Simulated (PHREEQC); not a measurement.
Consider water at 25 °C with 2 mmol/kgw NaHS and 0.7 mmol/kgw NaOH. Closed to the air; pH follows from the charge balance.

All values are PHREEQC results (ion-association model, wateq4f.dat), not measurements.

| quantity | before | after |
|---|---|---|
| pH | 10.81 | 10.83 |
| ionic strength (mol/kgw) | 0.00272 | 0.000700 |

What was changed between the two runs?
A) NaOH left out
B) 0.0022 mol/kgw KCl added
C) diluted 10-fold with water
D) NaHS from 0.002 to 0.0002 mol/kgw
E) NaHS left out

E, NaHS left out

This is a speciation only: nothing precipitates in the calculation.
